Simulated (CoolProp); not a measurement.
A single-stage vapour-compression cycle with the fluid: evaporating at 280.15 K (dew point), condensing at 337.15 K (bubble point), superheat 10 K, subcooling 5 K, compressor efficiency 0.7, no pressure losses. The same conditions are run with several fluids, on thermodynamics alone (safety and materials aside).

Model: reference Helmholtz-energy equation of state of each fluid (R123: Younglove 1994; R1336mzz(Z): McLinden 2020; n-perfluorobutane: Gao 2022; isobutane: Bücker 2006; R404A: Lemmon 2003; R365MFC: Lemmon 2016), in CoolProp. Blends and air are pseudo-pure fits.

| fluid | cooling COP | pressure ratio | discharge temperature (K) | refrigerating effect (kJ/kg) | volumetric capacity (kJ/m³) |
|---|---|---|---|---|---|
| R123 | 2.86 | 7.19 | 361.1 | 132 | 380 |
| R1336mzz(Z) | 2.72 | 8.01 | 346.1 | 120 | 287 |
| n-perfluorobutane | 1.98 | 5.53 | 337.2 | 42.7 | 640 |
| isobutane | 2.65 | 4.77 | 351.3 | 235 | 1200 |
| R404A | 2.04 | 4.22 | 361.8 | 86.0 | 3060 |
| R365MFC | 2.75 | 8.58 | 344.6 | 140 | 227 |

The compression ends wet for: n-perfluorobutane.
